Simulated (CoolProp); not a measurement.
Methanol along the isobar 7.07 bar: fugacity coefficient from the reference equation and from simpler models built on Tc = 240.2 °C, pc = 82.16 bar, ω = 0.565; each cubic takes its own stable root.

Model: reference Helmholtz-energy equation of state, de Reuck 1993, in CoolProp.

```
T (°C)   phase  reference  van der Waals  Redlich-Kwong  Soave-Redlich-Kwong
------  ------  ---------  -------------  -------------  -------------------
94.75   liquid     0.3978         0.9444         0.9262               0.4116
102.05  liquid     0.4966         0.9468         0.9300               0.5179
109.35  liquid          ?         0.9491         0.9336               0.6435
116.65  liquid     0.7498         0.9513         0.9369               0.7903
131.35     gas     0.9113         0.9552         0.9430                    ?
138.65     gas     0.9206         0.9571         0.9458               0.9357
145.95     gas     0.9283         0.9588         0.9483               0.9394
153.25     gas     0.9347         0.9604         0.9507               0.9428
160.55     gas     0.9403         0.9619         0.9530               0.9460
167.85     gas          ?         0.9634         0.9551               0.9491
```

### Question
Fill in the missing entries.

### Answer

- 109.35, reference: 0.6134
- 131.35, Soave-Redlich-Kwong: 0.9318
- 167.85, reference: 0.9452

At some of these states van der Waals, Redlich-Kwong gives the other phase, because its saturation line lies elsewhere.
